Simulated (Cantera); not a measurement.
# SiO2 + HF (oxide etching and cleaning by halides)

Charge: 1 mol SiO2, 17 mol HF, at 725 K and 7.50 Torr.

Cantera equilibrium calculation (NASA polynomials, part measured and part estimated; ideal gas, pure solids and liquids). Candidate condensed phases: H2O, Si, SiO2; 38 gas species. The numbers say what is thermodynamically allowed, not how fast it happens.

```json
{
 "x(HF)": "0.812",
 "x(H2O)": "0.125",
 "x(SiF4)": "0.0625",
 "gas_amount": "16.00 mol",
 "log10 activity of Si(s) (absent)": "-47.41"
}
```
